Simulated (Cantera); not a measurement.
Cantera run:

```python
import numpy as np
import cantera as ct

gas_names = """
    C CN CO CO2 C2 CCN CNC C2N2 C2O C3 C3O2 C4 C4N2 C5 N NCO NO NO2 NO3 N2 N2O O O2 O3 Si SiC SiC2 SiN
    SiO SiO2 Si2 Si2C Si2N Si3
""".split()
cond_names = """
    C(gr) Si(cr) Si(L) SiC(b) SiO2(Lqz) SiO2(hqz) SiO2(L) Si2N2O(s) Si3N4(a)
""".split()


# ... load() reads the species with a 1 bar reference pressure and builds the phases ...
atoms = {
    'SiO2': {'Si': 1, 'O': 2},
    'C': {'C': 1},
    'N2': {'N': 2},
    'CO': {'C': 1, 'O': 1},
}
top_T = {'C(gr)': 4500, 'SiC(b)': 3050, 'Si2N2O(s)': 2100, 'Si3N4(a)': 2400}  # K; cautious upper limits of use, not melting points


# ... equilibrate(T, P, feed) seeds the gas with the atoms and calls Mixture.equilibrate('TP', solver="vcs", rtol=1e-11, max_steps=5000) ...
results = []
feed = {'SiO2': 1, 'C': 2.4, 'N2': 1.3, 'CO': 0.92}  # mol
T = 1473  # K
P = 1000  # Pa
mix = equilibrate(T, P, feed)
results.append((T, P, feed, dict(zip(mix.species_names, mix.species_moles))))
print(gas.report(threshold=0.001))
for i in range(1, mix.n_phases):
    print(f"{mix.phase(i).name:16s} {mix.phase_moles(i):12.5e} mol")
```

It prints:

```
       temperature   1473 K
          pressure   1000 Pa
           density   0.0022876 kg/m^3
  mean mol. weight   28.016 kg/kmol
   phase of matter   gas

                          1 kg             1 kmol
                     ---------------   ---------------
          enthalpy       -1.6171e+06       -4.5306e+07  J
   internal energy       -2.0543e+06       -5.7553e+07  J
           entropy             10320        2.8912e+05  J/K
    Gibbs function       -1.6818e+07       -4.7117e+08  J
 heat capacity c_p            1247.8             34958  J/K
 heat capacity c_v            950.99             26643  J/K

                      mass frac. Y      mole frac. X     chem. pot. / RT
                     ---------------   ---------------   ---------------
                CO           0.75099           0.75115           -40.624
                N2           0.24851           0.24853           -31.954
     [  +32 minor]        0.00050183        0.00031893

C(gr)             9.00521e-01 mol
Si(cr)            0.00000e+00 mol
SiC(b)            0.00000e+00 mol
SiO2(hqz)         0.00000e+00 mol
Si2N2O(s)         4.99494e-01 mol
Si3N4(a)          0.00000e+00 mol
```

Equilibrium computed with Cantera from the NASA thermochemical tables; the gas is ideal and each condensed phase is pure. N2 is the only nitrogen source here; it is nearly inert below about 1500 K, so the nitride shown seldom forms there in practice.
